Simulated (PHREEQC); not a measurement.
# Alkaline etch or developer: speciation

Make-up at 80 °C: 52 mmol/kgw LiOH and 6.2 mmol/kgw Na2CO3. Closed to the air; pH follows from the charge balance.

Model: ion-association model, wateq4f.dat, run in PHREEQC.

```yaml
pH: 11.22
ionic_strength: 0.0653 mol/kgw
total_alkalinity: 64.4 meq/kg
```

```tsv
species	molality	activity	log γ
OH-	0.0521	0.0403	-0.112
Li+	0.0520	0.0417	-0.096
Na+	0.00980	0.00772	-0.104
CO3-2	0.00346	0.00138	-0.398
NaCO3-	0.00260	0.00207	-0.099
HCO3-	0.000141	0.000112	-0.099
NaHCO3	4.78e-7	4.85e-7	0.007
CO2	1.46e-9	1.48e-9	0.007
```

No solid was allowed to form. Species that the database lacks are ignored. At this temperature some constants are extrapolated from 25 °C, and those without enthalpy data are left unchanged.
